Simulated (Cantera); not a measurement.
# Gas-phase reforming

An isothermal, constant-pressure homogeneous reactor starts with CH4 : H2O = 1 : 0.22 (molar parts), at 1675 K and 1.00 bar.

Detailed kinetics in Cantera: GRI-Mech 3.0 (53 species, 325 reactions). GRI-Mech 3.0 stops at C3 and has no aromatics, soot or wall deposition, so with more carbon than oxygen in the feed, carbon stays in small species such as C2H2 where larger ones or solid carbon would form.

| t (s) | x CH4 | x H2O | x HCO | x H2 | x CH2O |
|---|---|---|---|---|---|
| 5.00e-6 | 0.819 | 0.180 | <1e-12 | 7.44e-5 | 4.34e-10 |
| 1.37e-5 | 0.819 | 0.180 | 1.10e-12 | 0.000210 | 8.16e-9 |
| 3.78e-5 | 0.818 | 0.180 | 3.42e-11 | 0.000656 | 1.21e-7 |
| 0.000104 | 0.815 | 0.180 | 3.84e-10 | 0.00237 | 8.93e-7 |
| 0.000285 | 0.803 | 0.180 | 2.20e-9 | 0.00970 | 3.52e-6 |
| 0.000783 | 0.757 | 0.176 | 5.91e-9 | 0.0430 | 7.01e-6 |
| 0.00215 | 0.637 | 0.165 | 4.75e-9 | 0.141 | 5.10e-6 |
| 0.00592 | 0.461 | 0.146 | 2.68e-9 | 0.291 | 2.48e-6 |
| 0.0163 | 0.280 | 0.126 | 1.54e-9 | 0.443 | 1.11e-6 |
| 0.0447 | 0.139 | 0.108 | 1.05e-9 | 0.562 | 4.56e-7 |
| 0.123 | 0.0650 | 0.0899 | 1.43e-9 | 0.632 | 1.87e-7 |
| 0.337 | 0.0443 | 0.0642 | 3.03e-9 | 0.667 | 9.74e-8 |
| 0.927 | 0.0398 | 0.0304 | 5.55e-9 | 0.696 | 5.39e-8 |
| 2.55 | 0.0369 | 0.00557 | 7.56e-9 | 0.717 | 3.25e-8 |
| 7.00 | 0.0362 | 7.81e-5 | 8.02e-9 | 0.721 | 2.87e-8 |
x: mole fraction; the columns are a selection and need not sum to one.

Equilibrium at this temperature and pressure: CH4 0.0362, H2O 6.38e-7, HCO 8.03e-9, H2 0.721, CH2O 2.87e-8 (gas phase only).
